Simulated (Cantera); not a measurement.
Thermodynamics of carbothermic reduction, feed Cu2O + C + N2

Feed: 1 mol Cu2O, a varied amount of C, 0.43 mol N2, equilibrated at 948.15 K and 63.0 Pa.

Equilibrium computed with Cantera from the NASA thermochemical tables; the gas is ideal and each condensed phase is pure. Candidate condensed phases: C, Cu, CuO, Cu2O; 27 gas species. Kinetics and transport are ignored.

| n(C) (mol) | x CO | x N2 | x CO2 | x Cu | n Cu(s) | n C(graphite) |
|---|---|---|---|---|---|---|
| 0.76 | 0.437 | 0.361 | 0.202 | 2.76e-9 | 2.00 | 0 |
| 1.4 | 0.699 | 0.301 | 0.000537 | 2.76e-9 | 2.00 | 0.401 |
| 2 | 0.699 | 0.301 | 0.000537 | 2.76e-9 | 2.00 | 1.00 |
| 2.7 | 0.699 | 0.301 | 0.000537 | 2.76e-9 | 2.00 | 1.70 |
| 3.3 | 0.699 | 0.301 | 0.000537 | 2.76e-9 | 2.00 | 2.30 |
| 4 | 0.699 | 0.301 | 0.000537 | 2.76e-9 | 2.00 | 3.00 |
| 4.6 | 0.699 | 0.301 | 0.000537 | 2.76e-9 | 2.00 | 3.60 |
| 5.3 | 0.699 | 0.301 | 0.000537 | 2.76e-9 | 2.00 | 4.30 |
| 5.9 | 0.699 | 0.301 | 0.000537 | 2.76e-9 | 2.00 | 4.90 |
| 6.5 | 0.699 | 0.301 | 0.000537 | 2.76e-9 | 2.00 | 5.50 |
x: gas mole fraction; n: condensed amount in mol.

At 0.76 mol C the condensed part is Cu(s). From 1.4 mol C to 6.5 mol C the condensed part is C(graphite) + Cu(s).
